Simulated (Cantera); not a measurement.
# Premixed flame

A freely propagating, adiabatic, planar premixed flame of CO : H2 : O2 : N2 : H2O = 1 : 0.036 : 0.518 : 2.33 : 0.8 (molar parts), equivalence ratio 1.0, unburnt at 575 K and 4.05 atm; mixture-averaged transport, grid criteria slope 0.08 and curve 0.16, no radiation.

Cantera simulation using GRI-Mech 3.0 (53 species, 325 reactions); the numbers are that mechanism's predictions, not measurements. The hydrogen kinetics of GRI-Mech 3.0 are dated; newer H2 mechanisms differ, most at raised pressure. Burning velocities carry a grid error of a few per cent, more on coarse grids.

```json
[
 {"z (mm)": "-0.499", "T (K)": "575", "u (m/s)": "0.670", "x CO": "0.214", "x H2": "0.00760", "x O2": "0.111", "x CO2": "9.17e-7", "x N2O": "<1e-8", "x HO2": "5.90e-8"},
 {"z (mm)": "-0.333", "T (K)": "576", "u (m/s)": "0.671", "x CO": "0.214", "x H2": "0.00746", "x O2": "0.111", "x CO2": "7.64e-6", "x N2O": "<1e-8", "x HO2": "3.92e-7"},
 {"z (mm)": "-0.249", "T (K)": "578", "u (m/s)": "0.674", "x CO": "0.213", "x H2": "0.00725", "x O2": "0.111", "x CO2": "5.45e-5", "x N2O": "<1e-8", "x HO2": "2.12e-6"},
 {"z (mm)": "-0.166", "T (K)": "596", "u (m/s)": "0.694", "x CO": "0.212", "x H2": "0.00683", "x O2": "0.110", "x CO2": "0.000505", "x N2O": "<1e-8", "x HO2": "1.47e-5"},
 {"z (mm)": "-0.0831", "T (K)": "779", "u (m/s)": "0.904", "x CO": "0.199", "x H2": "0.00593", "x O2": "0.102", "x CO2": "0.0105", "x N2O": "3.09e-8", "x HO2": "0.000223"},
 {"z (mm)": "-0.0416", "T (K)": "1107", "u (m/s)": "1.27", "x CO": "0.168", "x H2": "0.00529", "x O2": "0.0852", "x CO2": "0.0416", "x N2O": "1.28e-7", "x HO2": "0.000357"},
 {"z (mm)": "0", "T (K)": "1478", "u (m/s)": "1.65", "x CO": "0.116", "x H2": "0.00498", "x O2": "0.0583", "x CO2": "0.100", "x N2O": "3.33e-7", "x HO2": "0.000140"},
 {"z (mm)": "0.0416", "T (K)": "1713", "u (m/s)": "1.86", "x CO": "0.0719", "x H2": "0.00571", "x O2": "0.0375", "x CO2": "0.152", "x N2O": "4.50e-7", "x HO2": "5.73e-5"},
 {"z (mm)": "0.0831", "T (K)": "1841", "u (m/s)": "1.97", "x CO": "0.0489", "x H2": "0.00615", "x O2": "0.0270", "x CO2": "0.181", "x N2O": "4.52e-7", "x HO2": "3.06e-5"},
 {"z (mm)": "0.166", "T (K)": "1965", "u (m/s)": "2.08", "x CO": "0.0324", "x H2": "0.00555", "x O2": "0.0186", "x CO2": "0.201", "x N2O": "4.23e-7", "x HO2": "1.40e-5"},
 {"z (mm)": "0.333", "T (K)": "2056", "u (m/s)": "2.17", "x CO": "0.0234", "x H2": "0.00411", "x O2": "0.0131", "x CO2": "0.212", "x N2O": "3.83e-7", "x HO2": "6.08e-6"},
 {"z (mm)": "0.665", "T (K)": "2116", "u (m/s)": "2.22", "x CO": "0.0171", "x H2": "0.00291", "x O2": "0.00937", "x CO2": "0.219", "x N2O": "3.08e-7", "x HO2": "2.70e-6"},
 {"z (mm)": "1.33", "T (K)": "2153", "u (m/s)": "2.25", "x CO": "0.0129", "x H2": "0.00215", "x O2": "0.00694", "x CO2": "0.224", "x N2O": "2.25e-7", "x HO2": "1.38e-6"}
]
```
x: mole fraction of selected species; z is measured from the peak of heat release.

```json
{
  "laminar_burning_velocity": "67.0 cm/s",
  "thermal_thickness": "0.166 mm",
  "peak x(HO2)": "0.000392",
  "grid_points": "112"
}
```
